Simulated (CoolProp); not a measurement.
Octamethyltrisiloxane (MDM) along the isotherm 575 K: density (kg/m³) from the reference equation and from simpler models built on Tc = 565.4 K, pc = 1.438 MPa, ω = 0.528; each cubic takes its own stable root.

The numbers come from the reference Helmholtz-energy equation of state, Thol 2017 in CoolProp.

| p (MPa) | phase | reference | ideal gas | Peng-Robinson |
|---|---|---|---|---|
| 1.11 | gas | 80.38 | 54.92 | 82.18 |
| 2.21 | supercritical | 413.8 | 109.3 | 380.5 |
| 3.32 | supercritical | 467.4 | 164.3 | 454.1 |
| 4.42 | supercritical | 494.6 | 218.7 | 494.3 |
| 5.53 | supercritical | 513.9 | 273.6 | 523.2 |
| 6.63 | supercritical | 528.7 | 328.0 | 545.6 |
| 7.74 | supercritical | 541.1 | 382.9 | 564.2 |
| 8.85 | supercritical | 551.8 | 437.9 | 580.0 |
| 9.95 | supercritical | 561.0 | 492.3 | 593.6 |
| 11.1 | supercritical | (withheld) | 549.2 | 606.2 |
| 12.2 | supercritical | 577.0 | 603.6 | 617.0 |
| 13.3 | supercritical | 583.8 | 658.0 | (withheld) |
| 14.4 | supercritical | (withheld) | 712.4 | 635.6 |

**Question.** Some entries are withheld; supply them.

**Answer.** 
- 11.1, reference: 569.6
- 13.3, Peng-Robinson: 626.7
- 14.4, reference: 590.1
